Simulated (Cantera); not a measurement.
An adiabatic, constant-pressure homogeneous reactor starts with CH4 : O2 : N2 = 1 : 1.67 : 6.5 (molar parts), equivalence ratio 1.2, at 1623 K and 9.87 atm.

Cantera simulation using GRI-Mech 3.0 (53 species, 325 reactions); the numbers are that mechanism's predictions, not measurements.

One state of this run: T (K) = 2956; x CH4 = <1e-12; x O2 = 0.00462; x C2H6 = <1e-12; x NO2 = 1.73e-6; x HCO = 3.56e-7; x O = 0.00210; x N2O = 1.02e-6. x: mole fraction; the columns are a selection and need not sum to one.

**Question.** Which value of t (s) does it belong to?
A) 0.207
B) 1.47e-5
C) 7.24e-5
D) 3.00e-6

**Answer.** A, 0.207
